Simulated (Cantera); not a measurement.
Charge: 1 mol borazine, a varied amount of O₂, 2.2 mol N₂, equilibrated at 430 Pa.

Method: chemical equilibrium by Gibbs-energy minimisation in Cantera with the NASA 1993 tables (ideal gas, pure condensed phases). Candidate condensed phases: B, BN, B₂O₃, B₃O₃H₃, H₂O; 39 gas species. The feed counts by its element totals alone. Mutual solubility and eutectic melting of coexisting phases are not modelled. Equilibrium is a limit: real reactors are often held back by kinetics, nucleation or transport.

Q: What condenses at these points (T in °C, n(O₂) in mol): (752, 0.2); (552, 0.36); (1452, 0.62); (1452, 0.12); (1152, 0.12)?

A: 
```
T (°C)  n(O₂) in mol  condensed phases  B condensed (%)
------  ------------  ----------------  ---------------
752              0.2         BN + B₂O₃            100.0
552             0.36         BN + B₂O₃            100.0
1452            0.62                BN             67.6
1452            0.12                BN             93.0
1152            0.12         BN + B₂O₃             98.6
```
